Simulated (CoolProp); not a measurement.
Values from CoolProp's reference Helmholtz-energy equation of state, Lemmon 2006. It is a short technical equation, of lower accuracy than the large ones.

Task: For toluene, give the phase and the Joule-Thomson coefficient (K/MPa), viscosity (µPa s) at 324.35 °C and 0.326 bar; 324.35 °C and 36.2 bar; 324.35 °C and 103 bar.

Result: 
- 324.35 °C and 0.326 bar: gas; Joule-Thomson coefficient 7.21, viscosity 13.7
- 324.35 °C and 36.2 bar: gas; Joule-Thomson coefficient 14.7, viscosity 16.1
- 324.35 °C and 103 bar: supercritical; Joule-Thomson coefficient 0.631, viscosity 75.7

Viscosity comes from a separate model (Avgeri 2015).
